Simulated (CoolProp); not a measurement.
Aqueous sodium chloride as a coolant, at 17 °C, 1 atm.

Values from CoolProp's Melinder's fits for secondary coolants.

```
mass %  freezing point (°C)  viscosity (mPa s)  density (kg/m³)  Prandtl number  conductivity (W/(m K))
------  -------------------  -----------------  ---------------  --------------  ----------------------
2                      -1.2               1.11             1013            7.66                   0.591
3.7                    -2.2               1.14             1025            7.72                   0.590
5.5                    -3.4               1.18             1038            7.81                   0.588
7.2                    -4.5               1.21             1051            7.93                   0.586
8.9                    -5.7               1.25             1063            8.07                   0.585
10.6                   -7.0               1.30             1076            8.24                   0.583
12.4                   -8.5               1.35             1090            8.44                   0.582
14.1                  -10.0               1.41             1103            8.67                   0.580
15.8                  -11.7               1.47             1116            8.94                   0.578
17.5                  -13.5               1.53             1129            9.25                   0.576
19.3                  -15.6               1.61             1144            9.63                   0.574
```
